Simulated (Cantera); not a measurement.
An isothermal, constant-pressure homogeneous reactor starts with CO : O₂ : H₂O : N₂ = 0.0049 : 0.018 : 0.00034 : 1 (molar parts), equivalence ratio 0.14, at 1448 K and 100.0 Torr. Integrator tolerance rtol = 1e-08.

Detailed kinetics in Cantera: GRI-Mech 3.0 (53 species, 325 reactions).

Problem. What does this change do: temperature 1448 to 898 K?

Solution. 
| quantity | before | after |
|---|---|---|
| x(CO) at 100 s | 2.34e-7 (gas-phase equilibrium 2.35e-7) | 1.54e-5 (gas-phase equilibrium <1e-12) |
| x(O₂) at 100 s | 0.0152 (gas-phase equilibrium 0.0151) | 0.0152 (gas-phase equilibrium 0.0152) |
| x(H₂O) at 100 s | 0.000332 (gas-phase equilibrium 0.000332) | 0.000333 (gas-phase equilibrium 0.000333) |
| x(H) at 100 s | 2.10e-9 (gas-phase equilibrium 2.10e-9) | 6.07e-10 (gas-phase equilibrium <1e-12) |
| x(NO) at 100 s | 4.04e-6 (gas-phase equilibrium 0.000282) | 5.24e-9 (gas-phase equilibrium 2.71e-6) |
| x(OH) at 100 s | 2.43e-6 (gas-phase equilibrium 2.42e-6) | 6.24e-8 (gas-phase equilibrium 6.22e-10) |

Problem. What does this change do: temperature 1448 to 1423 K?

Solution. 
| quantity | before | after |
|---|---|---|
| x(CO) at 100 s | 2.34e-7 (gas-phase equilibrium 2.35e-7) | 1.55e-7 (gas-phase equilibrium 1.56e-7) |
| x(O₂) at 100 s | 0.0152 (gas-phase equilibrium 0.0151) | 0.0152 (gas-phase equilibrium 0.0151) |
| x(H₂O) at 100 s | 0.000332 (gas-phase equilibrium 0.000332) | 0.000332 (gas-phase equilibrium 0.000332) |
| x(H) at 100 s | 2.10e-9 (gas-phase equilibrium 2.10e-9) | 1.26e-9 (gas-phase equilibrium 1.26e-9) |
| x(NO) at 100 s | 4.04e-6 (gas-phase equilibrium 0.000282) | 3.25e-6 (gas-phase equilibrium 0.000247) |
| x(OH) at 100 s | 2.43e-6 (gas-phase equilibrium 2.42e-6) | 1.92e-6 (gas-phase equilibrium 1.91e-6) |
